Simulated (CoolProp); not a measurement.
R236FA at 377.19 K and 0.185 MPa is throttled through a valve to 0.0109 MPa with no heat exchange. Each further row changes one setting.

The numbers come from the reference Helmholtz-energy equation of state, Pan 2012 in CoolProp.

```json
[
 {"case": "as stated", "temperature change (K)": "-1.9", "final density (kg/m³)": "…"},
 {"case": "outlet pressure 0.00327 MPa", "temperature change (K)": "-1.9", "final density (kg/m³)": "…"},
 {"case": "outlet pressure 0.0142 MPa", "temperature change (K)": "…", "final density (kg/m³)": "…"}
]
```

### Question
Complete the blanks.

### Answer

- as stated, final density (kg/m³): 0.532
- outlet pressure 0.00327 MPa, final density (kg/m³): 0.159
- outlet pressure 0.0142 MPa, temperature change (K): -1.8
- outlet pressure 0.0142 MPa, final density (kg/m³): 0.693
